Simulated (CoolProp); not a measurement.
Vapour-liquid equilibrium of sulfur dioxide (1) + toluene (2) at 282.1 K; x and y are mole fractions of (1).

The numbers come from the multi-fluid Helmholtz-energy mixture model, Gao 2016 and Lemmon 2006; pair parameters Bell 2016 in CoolProp.

**Question.** Give the bubble pressure and the first vapour's composition at x = 0.2, 0.275, 0.425. Is there an azeotrope?

**Answer.** x = 0.2: 0.04003 MPa, y = 0.969; x = 0.275: 0.05799 MPa, y = 0.981; x = 0.425: 0.09518 MPa, y = 0.991. No azeotrope shows between x = 0.05 and 0.95.

Pair parameters are fitted to limited data, so mixtures are less certain than the pure fluids. The gap from Raoult's law changes sign with composition, which may be real or a fault of the pair parameters; it wasn't checked against measurements.
